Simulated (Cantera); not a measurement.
Cantera with NASA thermochemical tables; ideal gases at 1 bar, condensed phases pure. Values are per mole of reaction as written; species without (g) are pure solids or liquids, kept so even where they would boil at 1 bar.

Problem. Between 425 and 1825 K, where is each reaction favourable under standard conditions?
- 3 Cr₂N + NO₂(g) = 2 N₂O(g) + 6 Cr

Solution. 
- 3 Cr₂N + NO₂(g) = 2 N₂O(g) + 6 Cr: ΔG° is 444 kJ at 425 K and 275 kJ at 1825 K; it stays positive (K < 1). ΔH° is 484 kJ and ΔS° 115 J/K at 1825 K.
